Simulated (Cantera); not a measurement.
An isothermal, constant-pressure homogeneous reactor starts with NH3 : H2 = 1 : 6 (molar parts), at 1825 K and 38000 Pa.

Model: the gas-phase N/H chemistry of the illustrative SiF4/NH3 mechanism in the Surface Chemkin manual (1991), integrated in Cantera. Walls and surfaces, which speed up NH3 decomposition in real reactors, are not modelled.

x: mole fraction; the columns are a selection and need not sum to one.

```
t (s)       x NH3   x H2    x N2H4    x N2H2       x H      x N2     x NH2
--------  -------  -----  --------  --------  --------  --------  --------
0.000300    0.143  0.857  1.57e-10   1.14e-9   3.03e-5   1.60e-8   1.37e-5
0.00103     0.143  0.857         ?   1.67e-8  0.000102   1.25e-6   4.60e-5
0.00354     0.143  0.857         ?   1.52e-7  0.000258   5.80e-5  0.000116
0.0122      0.141  0.858   1.45e-8   2.06e-7  0.000294  0.000548  0.000131
0.0418      0.138  0.860   1.39e-8   1.99e-7  0.000298   0.00226  0.000129
0.144       0.125  0.867         ?   1.76e-7  0.000309   0.00771  0.000121
0.493      0.0920  0.885         ?   1.18e-7  0.000346    0.0222   9.72e-5
1.69       0.0382  0.916         ?   3.60e-8  0.000453    0.0458   5.11e-5
5.82      0.00661  0.933  1.25e-10   2.42e-9  0.000637    0.0596   1.22e-5
20.0      0.00119  0.936  4.71e-12  9.52e-11  0.000692    0.0620   2.37e-6
```

**Question.** What belongs in the gaps?

**Answer.** 
- 0.00103, x N2H4: 1.77e-9
- 0.00354, x N2H4: 1.13e-8
- 0.144, x N2H4: 1.22e-8
- 0.493, x N2H4: 7.92e-9
- 1.69, x N2H4: 2.19e-9
